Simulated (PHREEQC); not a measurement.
Solution (82 °C): 0.13 mol/kgw H2SO4 and 0.038 mol/kgw Fe(NO3)3. Closed to the air; pH follows from the charge balance.

Equilibrium calculation in PHREEQC: ion-association model, phreeqc.dat.

| quantity | before | after |
|---|---|---|
| pH | 0.93 | 2.74 |
| ionic strength (mol/kgw) | 0.249 | 0.389 |

Problem. Name the change that produced these shifts.
A) Fe(NO3)3 from 0.038 to 0.057 mol/kgw
B) H2SO4 from 0.13 to 0.65 mol/kgw
C) 0.011 mol/kgw NaAlO2 added
D) Fe(NO3)3 left out
E) H2SO4 replaced by Li2SO4 at the same molality

Solution. E, H2SO4 replaced by Li2SO4 at the same molality

No solid was allowed to form. Some of these states are supersaturated (in Hematite (slow to form), Goethite (slow to form), for instance). At this temperature some constants are extrapolated from 25 °C, and those without enthalpy data are left unchanged.
